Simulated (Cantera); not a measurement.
Cantera run, input and output.

```python
import numpy as np
import cantera as ct

gas = ct.Solution("gri30.yaml")
gas.TPX = 2648, 1200, {'CH4': 0.017, 'H2': 1, 'N2': 0.00052, 'H2O': 0.088}
inlet = ct.Reservoir(gas, clone=True)

reactor = ct.IdealGasConstPressureReactor(gas, energy="off", clone=False)
exhaust = ct.Reservoir(gas, clone=True)
tau = [19, 6.1, 2, 0.63, 0.2, 0.066, 0.021, 0.0068, 0.0022][0]
for a, b in ((inlet, reactor), (reactor, exhaust)):
    ct.MassFlowController(a, b, mdot=lambda t: reactor.mass / tau)
net = ct.ReactorNet([reactor])
show = ['CH4', 'H2', 'CH3', 'CH2', 'C2H4', 'C2H6']

rows = []
print(f"{'tau/s':>10s}{'T/K':>9s}" + "".join(f"{s:>11s}" for s in show))
for tau in [19, 6.1, 2, 0.63, 0.2, 0.066, 0.021, 0.0068, 0.0022]:
    net.initial_time = 0.0
    net.advance(30 * tau)
    before = gas.X
    net.advance(40 * tau)
    drift = np.max(np.abs(gas.X - before) / (gas.X + 1e-9))
    rows.append([gas.T, *gas[show].X, drift])
    print(f"{tau:10.3e}{gas.T:9.1f}" + "".join(f"{x:11.3e}" for x in gas[show].X))
```

Output:

```
     tau/s      T/K        CH4         H2        CH3        CH2       C2H4       C2H6
 1.900e+01   2648.0  2.303e-09  6.083e-01  1.006e-08  1.623e-09  8.134e-17  7.320e-20
 6.100e+00   2648.0  7.772e-09  6.182e-01  3.387e-08  5.691e-09  9.689e-16  8.845e-19
 2.000e+00   2648.0  3.029e-08  6.453e-01  1.301e-07  2.429e-08  1.706e-14  1.572e-17
 6.300e-01   2648.0  2.197e-07  7.130e-01  8.502e-07  1.901e-07  1.140e-12  1.139e-15
 2.000e-01   2648.0  7.219e-06  8.166e-01  1.601e-05  2.873e-06  7.123e-10  1.255e-12
 6.600e-02   2648.0  1.676e-04  8.678e-01  1.882e-04  1.884e-05  1.227e-07  4.303e-10
 2.100e-02   2648.0  8.059e-04  8.790e-01  6.792e-04  5.085e-05  1.653e-06  7.697e-09
 6.800e-03   2648.0  2.259e-03  8.827e-01  1.525e-03  8.845e-05  8.086e-06  4.805e-08
 2.200e-03   2648.0  5.172e-03  8.855e-01  2.665e-03  1.128e-04  2.360e-05  1.854e-07
```

Computed with Cantera and GRI-Mech 3.0 (53 species, 325 reactions). Radical loss at walls, strong at low pressure, is not modelled.
